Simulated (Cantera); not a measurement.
A freely propagating, adiabatic, planar premixed flame of CH4 : H2 : O2 : N2 : H2O = 1 : 0.49 : 1.87 : 5.99 : 1.7 (molar parts), unburnt at 700 K and 1350 Torr; mixture-averaged transport, grid criteria slope 0.08 and curve 0.16, no radiation.

Cantera simulation using GRI-Mech 3.0 (53 species, 325 reactions); the numbers are that mechanism's predictions, not measurements. Burning velocities carry a grid error of a few per cent, more on coarse grids.

Q: What does this change do: inlet temperature 700 to 675 K?

A: 
| quantity | before | after |
|---|---|---|
| laminar burning velocity | 134 cm/s | 123 cm/s |
| thermal thickness | 0.222 mm | 0.228 mm |
| peak x(C2H2) | 0.000537 | 0.000529 |

Q: What does this change do: inlet temperature 700 to 350 K?

A: 
```tsv
quantity	before	after
laminar burning velocity	134 cm/s	28.2 cm/s
thermal thickness	0.222 mm	0.383 mm
peak x(C2H2)	0.000537	0.000495
```
